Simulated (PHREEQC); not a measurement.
Make-up at 25 °C: 0.0049 mol KCl, 0.27 mol HF and 1.9e-05 mol CO2 per kg of water. Closed to the air; pH follows from the charge balance.

The numbers come from PHREEQC with the ion-association model, wateq4f.dat.

Precipitation was switched off in this run.

Question: Order these F species by the share of F that they hold, largest first: HF2-, F-, HF, H2F2.

Answer: HF (53 %), H2F2 (40 %), HF2- (3.7 %), F- (3.3 %)

The pH is 1.91 and the ionic strength 0.0188 mol/kgw. Species that the database lacks are ignored. wateq4f.dat counts part of the HF as a dimer, H2F2, which phreeqc.dat doesn't know; its constant is uncertain.
